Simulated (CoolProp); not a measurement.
Vapour-liquid equilibrium of ethanol (1) + ethylbenzene (2) at 0.375 MPa; x and y are mole fractions of (1).

The numbers come from the multi-fluid Helmholtz-energy mixture model, Schroeder 2014 and Zhou 2012; pair parameters Bell 2016 in CoolProp.

```tsv
x	bubble temperature, mixture model (K)	bubble temperature, Raoult's law (K)	y, mixture model	y, Raoult's law
0.05	437.7	453.4	0.451	0.266
0.15	413.3	436.6	0.713	0.546
0.25	403.9	425.4	0.789	0.694
0.35	399.4	417.1	0.824	0.784
0.45	396.9	410.6	0.844	0.846
0.55	395.2	405.2	0.859	0.891
0.65	393.7	400.7	0.876	0.925
0.75	392.3	396.8	0.896	0.952
0.85	390.9	393.3	0.925	0.974
0.95	389.5	390.3	0.969	0.992
```

The largest gap from Raoult's law is -23.3 K in bubble temperature, at x = 0.15. No azeotrope shows between x = 0.05 and 0.95.

The pair parameters rest on a limited set of measurements; away from them the model extrapolates. With so large a gap from Raoult's law the liquid may split in two, which this calculation doesn't test in full.
